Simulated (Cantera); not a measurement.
Mixture: CO : H2 : CH4 : O2 : N2 = 1 : 0.063 : 0.47 : 2.54 : 9.54 (molar parts), at 668 Torr, adiabatic and at constant pressure. Ignition delay is the time to a rise of 400 K.

Cantera simulation using GRI-Mech 3.0 (53 species, 325 reactions); the numbers are that mechanism's predictions, not measurements.

**Question.** Predict: delay at 1323 K; delay at 1373 K; delay at 1423 K; delay at 1473 K; delay at 1523 K; delay at 1573 K; apparent activation energy between 1473 and 1573 K.

**Answer.** 
- delay at 1323 K = 1.89 ms
- delay at 1373 K = 1.21 ms
- delay at 1423 K = 0.807 ms
- delay at 1473 K = 0.560 ms
- delay at 1523 K = 0.401 ms
- delay at 1573 K = 0.295 ms
- apparent activation energy between 1473 and 1573 K = 120 kJ/mol
